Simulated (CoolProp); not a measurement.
CH2F2 (R32) along the isobar 7.64 MPa: Z from the reference equation and from simpler models built on Tc = 351.3 K, pc = 5.783 MPa, ω = 0.277; each cubic takes its own stable root.

Values from CoolProp's reference Helmholtz-energy equation of state, Tillner-Roth 1997.

```
T (K)          phase  reference
-----  -------------  ---------
190.3         liquid     0.1925
220.9         liquid     0.1763
251.5         liquid     0.1662
282.1         liquid     0.1614
312.6         liquid     0.1631
343.2         liquid     0.1798
373.8  supercritical     0.4373
404.4  supercritical     0.6541
435    supercritical     0.7556
```

Q: How far does each simpler model (van der Waals, Soave-Redlich-Kwong, Peng-Robinson) lie from the reference over these 9 states: mean and median of the absolute difference, and the worst?

A: 
- van der Waals: mean 59.0 %, median 82.0 %, worst +93.8 % at 190.3 K and 7.64 MPa
- Soave-Redlich-Kwong: mean 23.1 %, median 28.1 %, worst +36.8 % at 343.2 K and 7.64 MPa
- Peng-Robinson: mean 11.7 %, median 13.6 %, worst +22.6 % at 343.2 K and 7.64 MPa
